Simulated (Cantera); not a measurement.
Stirred combustor or abatement burner

A perfectly stirred reactor is fed with 25.4 % H2, 14.6 % O2, 60.0 % N2, at 5.00 bar; it is adiabatic with a 475 K inlet, and is followed from long to short residence time, starting on the burning branch (τ in s: 0.078, 0.042, 0.023, 0.012, 0.0067, 0.0036, 0.002, 0.0011, 0.00058, 0.00031, 0.00017, 9.2e-05, 5e-05).

Computed with Cantera and the H2/O2 subset of GRI-Mech 3.0, which has no nitrogen chemistry. The hydrogen kinetics of GRI-Mech 3.0 are dated; newer H2 mechanisms differ, most at raised pressure.

| τ (s) | T (K) | x H2 | x O2 | x H2O2 | x H | x OH | x H2O | x O |
|---|---|---|---|---|---|---|---|---|
| 0.078 | 2331 | 0.00222 | 0.0214 | 4.49e-7 | 0.000246 | 0.00530 | 0.285 | 0.000398 |
| 0.042 | 2331 | 0.00226 | 0.0214 | 4.51e-7 | 0.000252 | 0.00533 | 0.285 | 0.000403 |
| 0.023 | 2330 | 0.00233 | 0.0214 | 4.54e-7 | 0.000262 | 0.00539 | 0.285 | 0.000413 |
| 0.012 | 2328 | 0.00247 | 0.0215 | 4.61e-7 | 0.000284 | 0.00550 | 0.285 | 0.000432 |
| 0.0067 | 2326 | 0.00269 | 0.0215 | 4.71e-7 | 0.000319 | 0.00567 | 0.284 | 0.000462 |
| 0.0036 | 2321 | 0.00309 | 0.0216 | 4.91e-7 | 0.000387 | 0.00597 | 0.284 | 0.000518 |
| 0.0020 | 2314 | 0.00370 | 0.0218 | 5.23e-7 | 0.000504 | 0.00641 | 0.283 | 0.000610 |
| 0.0011 | 2303 | 0.00468 | 0.0221 | 5.74e-7 | 0.000713 | 0.00706 | 0.281 | 0.000760 |
| 0.00058 | 2285 | 0.00624 | 0.0226 | 6.57e-7 | 0.00111 | 0.00799 | 0.278 | 0.00102 |
| 0.00031 | 2259 | 0.00839 | 0.0233 | 7.71e-7 | 0.00177 | 0.00909 | 0.275 | 0.00140 |
| 0.00017 | 2225 | 0.0111 | 0.0243 | 9.15e-7 | 0.00281 | 0.0103 | 0.270 | 0.00192 |
| 9.2e-5 | 2179 | 0.0146 | 0.0257 | 1.10e-6 | 0.00446 | 0.0114 | 0.264 | 0.00266 |
| 5.0e-5 | 2121 | 0.0187 | 0.0275 | 1.34e-6 | 0.00691 | 0.0125 | 0.257 | 0.00362 |
x: mole fraction; the columns are a selection and need not sum to one.
